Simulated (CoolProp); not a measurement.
Vapour-liquid equilibrium of cyclohexane (1) + ethylbenzene (2) at 139.35 °C; x and y are mole fractions of (1).

Model: multi-fluid Helmholtz-energy mixture model, Zhou 2014 and Zhou 2012; pair parameters Bell 2016, in CoolProp.

| x | bubble pressure, mixture model (MPa) | bubble pressure, Raoult's law (MPa) | y, mixture model | y, Raoult's law |
|---|---|---|---|---|
| 0.05 | 0.1298 | 0.1270 | 0.186 | 0.175 |
| 0.125 | 0.1588 | 0.1520 | 0.379 | 0.365 |
| 0.2 | 0.1873 | 0.1771 | 0.511 | 0.502 |
| 0.275 | 0.2148 | 0.2021 | 0.608 | 0.604 |
| 0.35 | 0.2414 | 0.2271 | 0.681 | 0.684 |
| 0.425 | 0.2669 | 0.2522 | 0.739 | 0.749 |
| 0.5 | 0.2914 | 0.2772 | 0.787 | 0.801 |
| 0.575 | 0.3151 | 0.3023 | 0.827 | 0.845 |
| 0.65 | (withheld) | 0.3273 | (withheld) | 0.882 |
| 0.725 | 0.3608 | 0.3523 | (withheld) | 0.914 |
| 0.8 | 0.3832 | 0.3774 | 0.925 | 0.942 |
| 0.875 | 0.4057 | 0.4024 | 0.953 | 0.966 |
| 0.95 | 0.4286 | 0.4275 | 0.981 | 0.987 |

Q: What belongs in the gaps?

A: 
- 0.65, bubble pressure, mixture model (MPa): 0.3382
- 0.65, y, mixture model: 0.863
- 0.725, y, mixture model: 0.895

The largest gap from Raoult's law is +6.3 % in bubble pressure, at x = 0.275. No azeotrope shows between x = 0.05 and 0.95.

Pair parameters are fitted to limited data, so mixtures are less certain than the pure fluids.
